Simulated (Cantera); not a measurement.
A closed system holds: 1 mol SiCl4, 24 mol N2, 17 mol H2, 0.3 mol HF, equilibrated at 14.0 mbar.

These are equilibrium values from Cantera (NASA tables, ideal gas, pure condensed phases), not measurements of a reactor. Candidate condensed phases: NH4Cl, Si, Si3N4; 49 gas species. N2 is the only nitrogen source here; it is nearly inert below about 1500 K, so the nitride shown seldom forms there in practice. The tables' values for SiF3, SiCl3, SiF2 are old estimates; treat these amounts as uncertain. Kinetics and transport are ignored.

Q: At 1375 K, list the 6 most abundant gas species with their mole fractions, and the condensed phases.

A: N2 0.549, H2 0.355, HCl 0.0928, HF 0.00170, SiF4 0.00116, SiCl2 0.000392. Condensed: Si3N4(s).
